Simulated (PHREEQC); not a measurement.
1 kg of water holding 0.02 mol Na2SO4, 0.063 mol KCl, 0.39 mol NaCl, 0.19 mol Na2CO3 and 0.0043 mol NaHCO3 is evaporated at 30 °C; the solids stay in contact with the brine. No CO2 enters from the air. Solids allowed: Arcanite, Burkeite, Glaserite, Halite, Kalicinite, Mirabilite, Misenite, Nahcolite, Natron, Sylvite, Thenardite, Trona. Others were left out.

The series has 18 steps of water left (kg), from 1 to 0.005665.

Computed with PHREEQC (Pitzer model, pitzer.dat).

Question: Which solids form, in which order, and at which step of the series does each first stand?

Answer: Halite from water left = 0.09499 kg (pH 11.11); Trona from water left = 0.09499 kg (pH 11.11); Burkeite from water left = 0.07802 kg (pH 11.34), last present at water left = 0.02806 kg; Natron from water left = 0.04768 kg (pH 11.75); Glaserite from water left = 0.02806 kg (pH 11.92); Sylvite from water left = 0.005665 kg (pH 11.93).

Species that the database lacks are ignored.
